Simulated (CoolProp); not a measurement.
Values from CoolProp's reference Helmholtz-energy equation of state, Zhou 2012.

**Question.** For m-xylene, give the phase and the Z, cp (kJ/(kg K)), cv (kJ/(kg K)), isothermal compressibility (1/MPa) at 57.55 °C and 9.8 MPa; 33.85 °C and 1.54 MPa; 120.55 °C and 0.411 MPa.

**Answer.** 
- 57.55 °C and 9.8 MPa: liquid; Z 0.450, cp 1.81, cv 1.41, isothermal compressibility 0.000980
- 33.85 °C and 1.54 MPa: liquid; Z 0.0751, cp 1.74, cv 1.34, isothermal compressibility 0.000907
- 120.55 °C and 0.411 MPa: liquid; Z 0.0172, cp 2.05, cv 1.61, isothermal compressibility 0.00183
